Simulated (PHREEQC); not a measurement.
Make-up at 66 °C: 0.86 mol HF and 0.00018 mol H2SiF6 per kg of water. Closed to the air; pH follows from the charge balance.

The numbers come from PHREEQC with the ion-association model, phreeqc.dat.

### Question
The ionic strength comes out as 0.0397 mol/kgw. What activity coefficients do H+, F-, HF2-, SiF6-2 get?

### Answer
H+ 0.85, F- 0.81, HF2- 0.82, SiF6-2 0.47.

Precipitation was switched off in this run. Complexes and solids missing from the database can't appear. At this temperature some constants are extrapolated from 25 °C, and those without enthalpy data are left unchanged. SiF6-2 is the database's only silicon fluoride.
